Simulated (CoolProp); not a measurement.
Properties of ethanol along the isobar 422 kPa (Tc = 241.6 °C, pc = 6268 kPa, ω = 0.644).

Model: reference Helmholtz-energy equation of state, Schroeder 2014, in CoolProp.

```json
[
 {"T (°C)": "120.75", "phase": "gas", "density (kg/m³)": "6.459", "cp (kJ/(kg K))": "2.067", "speed of sound (m/s)": "266.4", "expansivity (1/kK)": "3.756", "viscosity (µPa s)": "11.6"},
 {"T (°C)": "142.95", "phase": "gas", "density (kg/m³)": "5.980", "cp (kJ/(kg K))": "2.051", "speed of sound (m/s)": "277.0", "expansivity (1/kK)": "3.220", "viscosity (µPa s)": "12.3"},
 {"T (°C)": "165.15", "phase": "gas", "density (kg/m³)": "5.591", "cp (kJ/(kg K))": "2.064", "speed of sound (m/s)": "286.4", "expansivity (1/kK)": "2.851", "viscosity (µPa s)": "13.0"},
 {"T (°C)": "187.35", "phase": "gas", "density (kg/m³)": "5.265", "cp (kJ/(kg K))": "2.092", "speed of sound (m/s)": "295.0", "expansivity (1/kK)": "2.581", "viscosity (µPa s)": "13.6"},
 {"T (°C)": "209.65", "phase": "gas", "density (kg/m³)": "4.983", "cp (kJ/(kg K))": "2.131", "speed of sound (m/s)": "303.2", "expansivity (1/kK)": "2.372", "viscosity (µPa s)": "14.3"},
 {"T (°C)": "231.85", "phase": "gas", "density (kg/m³)": "4.736", "cp (kJ/(kg K))": "2.174", "speed of sound (m/s)": "310.8", "expansivity (1/kK)": "2.206", "viscosity (µPa s)": "14.9"},
 {"T (°C)": "254.05", "phase": "gas", "density (kg/m³)": "4.517", "cp (kJ/(kg K))": "2.221", "speed of sound (m/s)": "318.0", "expansivity (1/kK)": "2.069", "viscosity (µPa s)": "15.6"},
 {"T (°C)": "276.25", "phase": "gas", "density (kg/m³)": "4.320", "cp (kJ/(kg K))": "2.270", "speed of sound (m/s)": "325.0", "expansivity (1/kK)": "1.954", "viscosity (µPa s)": "16.2"},
 {"T (°C)": "298.45", "phase": "gas", "density (kg/m³)": "4.141", "cp (kJ/(kg K))": "2.319", "speed of sound (m/s)": "331.7", "expansivity (1/kK)": "1.854", "viscosity (µPa s)": "16.8"},
 {"T (°C)": "320.75", "phase": "gas", "density (kg/m³)": "3.977", "cp (kJ/(kg K))": "2.369", "speed of sound (m/s)": "338.3", "expansivity (1/kK)": "1.767", "viscosity (µPa s)": "17.4"},
 {"T (°C)": "342.95", "phase": "gas", "density (kg/m³)": "3.828", "cp (kJ/(kg K))": "2.417", "speed of sound (m/s)": "344.6", "expansivity (1/kK)": "1.690", "viscosity (µPa s)": "18.0"}
]
```

Viscosity comes from a separate model (Kiselev 2005).
